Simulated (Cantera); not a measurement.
## Low-pressure radical oxidation in H2/O2

An isothermal, constant-pressure homogeneous reactor starts with 26.5 % H2, 73.5 % O2, equivalence ratio 0.18, at 1325 K and 0.0316 atm.

Computed with Cantera and the H2/O2 subset of GRI-Mech 3.0, which has no nitrogen chemistry. Radical loss at walls, strong at low pressure, is not modelled. The temperature is held fixed by assumption; the heat of reaction is taken as removed at once.

| t (s) | x H2 | x O2 | x O | x H2O2 | x H |
|---|---|---|---|---|---|
| 6.00e-5 | 0.265 | 0.735 | 5.54e-7 | 8.99e-10 | 1.06e-6 |
| 0.000191 | 0.260 | 0.733 | 0.00104 | 2.20e-8 | 0.00194 |
| 0.000606 | 0.0152 | 0.596 | 0.0856 | 7.64e-7 | 0.0805 |
| 0.00192 | 0.0104 | 0.636 | 0.0516 | 9.34e-7 | 0.0385 |
| 0.00612 | 0.00251 | 0.682 | 0.0114 | 7.87e-7 | 0.00398 |
| 0.0194 | 0.000231 | 0.693 | 0.00104 | 2.81e-7 | 0.000108 |
| 0.0617 | 2.66e-5 | 0.694 | 0.000121 | 8.25e-8 | 4.33e-6 |
| 0.196 | 4.70e-6 | 0.695 | 2.17e-5 | 2.55e-8 | 3.30e-7 |
| 0.623 | 1.11e-6 | 0.695 | 5.18e-6 | 8.48e-9 | 3.84e-8 |
| 1.98 | 3.77e-7 | 0.695 | 1.77e-6 | 3.72e-9 | 7.68e-9 |
| 6.29 | 2.77e-7 | 0.695 | 1.30e-6 | 3.02e-9 | 4.87e-9 |
| 20.0 | 2.76e-7 | 0.695 | 1.29e-6 | 3.01e-9 | 4.84e-9 |
x: mole fraction; the columns are a selection and need not sum to one.

Equilibrium at this temperature and pressure: H2 2.76e-7, O2 0.695, O 1.29e-6, H2O2 3.01e-9, H 4.84e-9 (gas phase only).
